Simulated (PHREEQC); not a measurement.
Dissolve 0.0045 mol/kgw KOH, 0.0001 mol/kgw H4SiO4 and 0.0015 mol/kgw (CH3)4NCl at 23 °C. Closed to the air; pH follows from the charge balance.

All values are PHREEQC results (ion-association model, phreeqc.dat), not measurements.

Each row changes one thing in this solution. Precipitation was switched off in this run.

```csv
case,pH,H3SiO4- (mol/kgw),H4SiO4 (mol/kgw),SI of Quartz (SiO2)
as made,11.67,9.53e-5,1.37e-6,-1.85
6.2e-05 mol/kgw Na2CO3 added,11.67,9.53e-5,1.37e-6,-1.85
KOH from 0.0045 to 0.0009 mol/kgw,10.95,9.22e-5,7.22e-6,-1.13
temperature from 23 to 75 °C,10.29,9.04e-5,7.87e-6,-1.75
H4SiO4 from 0.0001 to 0.0002 mol/kgw,11.66,0.000191,2.80e-6,-1.54
H4SiO4 from 0.0001 to 0.0005 mol/kgw,11.63,0.000477,7.54e-6,-1.11
KOH left out,6.82,9.57e-8,9.99e-5,+0.01
temperature from 23 to 50 °C,10.87,9.38e-5,3.76e-6,-1.78
```

Complexes and solids missing from the database can't appear. (CH3)4N+ isn't in the database: it is added as a free cation with an ion size of 4 Å. Away from 25 °C the constants follow the database's enthalpies or fits; those with neither stay at their 25 °C values.
